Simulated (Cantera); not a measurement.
Equilibrium for silicon etching in halogen gases: Si + SF6 + N2 + F2

Input: 1 mol Si, 2.9 mol SF6, 16 mol N2, 3.4 mol F2, equilibrated at 0.100 bar.

These are equilibrium values from Cantera (NASA tables, ideal gas, pure condensed phases), not measurements of a reactor. Candidate condensed phases: S, Si, Si3N4; 29 gas species. The tables' values for SF3, SF5 are old estimates; treat these amounts as uncertain. Kinetics and transport are ignored.

From 450 K to 1650 K nothing is condensed. The main Si-bearing gas is SiF4 throughout.

```tsv
T (K)	x N2	x F	x SF6	x SF4	x F2	x SiF4	x NF3
450	0.763	3.52e-9	0.142	<1e-12	3.03e-6	0.0491	0.0458
550	0.763	1.50e-6	0.142	<1e-12	0.000219	0.0491	0.0457
650	0.762	9.87e-5	0.142	<1e-12	0.00404	0.0490	0.0430
750	0.757	0.00186	0.140	<1e-12	0.0258	0.0482	0.0271
850	0.748	0.0122	0.136	<1e-12	0.0503	0.0470	0.00624
950	0.737	0.0387	0.134	<1e-12	0.0441	0.0461	0.000734
1050	0.722	0.0776	0.131	1.10e-10	0.0243	0.0451	6.27e-5
1150	0.711	0.107	0.129	2.75e-8	0.00886	0.0444	3.82e-6
1250	0.707	0.118	0.128	3.97e-6	0.00272	0.0442	2.23e-7
1350	0.705	0.122	0.127	0.000305	0.000888	0.0441	1.69e-8
1450	0.692	0.139	0.116	0.00951	0.000415	0.0432	2.47e-9
1550	0.628	0.219	0.0591	0.0539	0.000417	0.0392	1.22e-9
1650	0.570	0.290	0.00957	0.0904	0.000335	0.0356	4.65e-10
```
x: gas mole fraction; nothing condenses.
